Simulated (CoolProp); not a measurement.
c-C4F8 (RC318) at 313.22 K and 0.22 MPa is throttled through a valve to 0.0652 MPa with no heat exchange. Each further row changes one setting.

Values from CoolProp's reference Helmholtz-energy equation of state, Platzer 1990. This equation is an older, rougher fit.

```json
[
 {"case": "as stated", "temperature change (K)": "___", "final density (kg/m³)": "___"},
 {"case": "outlet pressure 0.0196 MPa", "temperature change (K)": "___", "final density (kg/m³)": "1.53"},
 {"case": "outlet pressure 0.0848 MPa", "temperature change (K)": "-1.9", "final density (kg/m³)": "6.70"}
]
```

Task: Some entries are withheld; supply them.

Result: 
- as stated, temperature change (K): -2.2
- as stated, final density (kg/m³): 5.13
- outlet pressure 0.0196 MPa, temperature change (K): -2.8
